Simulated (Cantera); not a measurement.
Feed: 1 mol acetone, 1.3 mol H2O, 3.7 mol H2, equilibrated at 948.15 K and 1.00 bar.

These are equilibrium values from Cantera (NASA tables, ideal gas, pure condensed phases), not measurements of a reactor. Candidate condensed phases: C, C6H6, C7H8, C8H18, H2O; 110 gas species. The feed counts by its element totals alone. Equilibrium is a limit: real reactors are often held back by kinetics, nucleation or transport.

Question: What is the equilibrium state?

Answer: 
```
Quantity            Value
--------------  ---------
x(H2)               0.682
x(CO)               0.127
x(H2O)             0.0834
x(CH4)             0.0797
x(CO2)             0.0280
x(C2H6)           1.02e-6
n(C(graphite))  0.974 mol
gas amount      8.647 mol
```
